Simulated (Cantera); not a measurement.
Feed: 1 mol S, 0.26 mol SO2, 0.37 mol H2, equilibrated at 1.00 Torr.

Method: chemical equilibrium by Gibbs-energy minimisation in Cantera with the NASA 1993 tables (ideal gas, pure condensed phases). Candidate condensed phases: H2O, H2SO4, S; 19 gas species. Kinetics and transport are ignored. All values below are at 3150 K.

Base state: S 0.485, H 0.298, O 0.180, SO 0.0284, S2 0.00212, OH 0.00198, H2 0.00197, O2 0.00127 (mole fractions); condensed: gas only.

Q: What changes in the equilibrium state with this change: pressure from 1.00 Torr to 10500 Torr?

A: 
| species | before | after |
|---|---|---|
| S2 | 0.00212 | 0.329 |
| SO | 0.0284 | 0.154 |
| H2 | 0.00197 | 0.132 |
| S | 0.485 | 0.0589 |
| H | 0.298 | 0.0238 |
| H2S | 2.69e-7 | 0.0230 |
| H2O | 3.54e-5 | 0.106 |
| SO2 | 0.000333 | 0.0811 |
| O | 0.180 | 0.000770 |
| SH | 0.000730 | 0.0743 |
| S2O | 1.40e-6 | 0.00973 |
| O2 | 0.00127 | 0.000243 |
| OH | 0.00198 | 0.00709 |

Q: What changes in the equilibrium state with this change: H2 from 0.37 to 2.9 mol?

A: 
```
species    before     after
-------  --------  --------
H           0.298     0.752
S           0.485     0.165
O           0.180    0.0643
SO         0.0284   0.00344
H2        0.00197    0.0126
SO2      0.000333   1.43e-5
S2        0.00212  0.000245
O2        0.00127  0.000161
H2O       3.54e-5   8.03e-5
SH       0.000730  0.000627
```

Q: What changes in the equilibrium state with this change: SO2 from 0.26 to 0.0055 mol?

A: 
```tsv
species	before	after
S	0.485	0.570
H	0.298	0.416
O	0.180	0.00526
SO	0.0284	0.000973
O2	0.00127	1.08e-6
SO2	0.000333	3.32e-7
OH	0.00198	8.07e-5
H2O	3.54e-5	2.01e-6
```
